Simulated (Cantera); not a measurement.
A perfectly stirred reactor is fed with H₂ : O₂ = 0.019 : 1 (molar parts), equivalence ratio 0.0095, at 0.0365 atm; it is held at 1000 K, and followed from long to short residence time.

Model: the H2/O2 subset of GRI-Mech 3.0, which has no nitrogen chemistry, integrated in Cantera. Radical loss at walls, strong at low pressure, is not modelled.

Task: What does this change do: pressure from 0.0365 atm to 0.0132 atm?

Result: 
```json
[
 {"quantity": "x(H₂) at τ = 1.60 s", "before": "0.000155", "after": "0.000180"},
 {"quantity": "x(O₂) at τ = 1.60 s", "before": "0.981", "after": "0.980"},
 {"quantity": "x(H₂O) at τ = 1.60 s", "before": "0.0186", "after": "0.0185"},
 {"quantity": "x(HO₂) at τ = 1.60 s", "before": "1.86e-6", "after": "1.40e-6"},
 {"quantity": "x(OH) at τ = 1.60 s", "before": "9.79e-5", "after": "0.000202"},
 {"quantity": "x(H₂) at τ = 57.0 ms", "before": "0.000941", "after": "0.00119"},
 {"quantity": "x(O₂) at τ = 57.0 ms", "before": "0.980", "after": "0.976"},
 {"quantity": "x(H₂O) at τ = 57.0 ms", "before": "0.0176", "after": "0.0168"},
 {"quantity": "x(HO₂) at τ = 57.0 ms", "before": "6.47e-6", "after": "3.66e-6"},
 {"quantity": "x(OH) at τ = 57.0 ms", "before": "0.000388", "after": "0.000736"}
]
```

Task: What does this change do: pressure from 0.0365 atm to 0.0263 atm?

Result: 
| quantity | before | after |
|---|---|---|
| x(H₂) at τ = 1.60 s | 0.000155 | 0.000162 |
| x(O₂) at τ = 1.60 s | 0.981 | 0.981 |
| x(H₂O) at τ = 1.60 s | 0.0186 | 0.0186 |
| x(HO₂) at τ = 1.60 s | 1.86e-6 | 1.73e-6 |
| x(OH) at τ = 1.60 s | 9.79e-5 | 0.000125 |
| x(H₂) at τ = 57.0 ms | 0.000941 | 0.000997 |
| x(O₂) at τ = 57.0 ms | 0.980 | 0.979 |
| x(H₂O) at τ = 57.0 ms | 0.0176 | 0.0174 |
| x(HO₂) at τ = 57.0 ms | 6.47e-6 | 5.53e-6 |
| x(OH) at τ = 57.0 ms | 0.000388 | 0.000485 |
